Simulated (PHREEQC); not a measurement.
Make-up at 64 °C: 0.077 mol H2SO4, 0.0001 mol FeCl3 and 0.077 mol KCl per kg of water. Closed to the air; pH follows from the charge balance.

Equilibrium calculation in PHREEQC: ion-association model, phreeqc.dat.

No solid was allowed to form.

Problem. Predict the pH.

Solution. pH 1.15.

Problem. In which forms is Fe present?

Solution. FeSO4+ 51 %, FeHSO4+2 29 %, FeCl+2 10 %, Fe+3 4.9 %, Fe(SO4)2- 3.4 %, FeOH+2 1.4 % of the Fe.

Examples of supersaturated solids here: Hematite (slow to form). Others may be too. Complexes and solids missing from the database can't appear. Away from 25 °C the constants follow the database's enthalpies or fits; those with neither stay at their 25 °C values.
